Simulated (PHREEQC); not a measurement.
# Acid mine or pickling water: speciation

A made-up water analysis in mg/L, 51 °C, pH 2.88, pe 10.4:

| constituent | mg/L |
|---|---|
| Na | 63.9 |
| K | 0.0179 |
| Ca | 57.1 |
| Mg | 75.6 |
| Cl | 27 |
| S(6) as SO4 | 645 |
| Br | 14.3 |
| Cu(2) | 0.887 |

Valence states are taken as typed.

Computed with PHREEQC (ion-association model, phreeqc.dat).

Precipitation was switched off in this run.

Q: Predict the ionic strength, charge-balance error, specific conductance.

A: ionic strength 0.0177 mol/kgw; charge-balance error -1.5 %; specific conductance 2560 µS/cm.

Q: In which forms is Cu present?

A: Cu+2 73 %, CuSO4 27 % of the Cu.

Constants without temperature data keep their 25 °C values here.
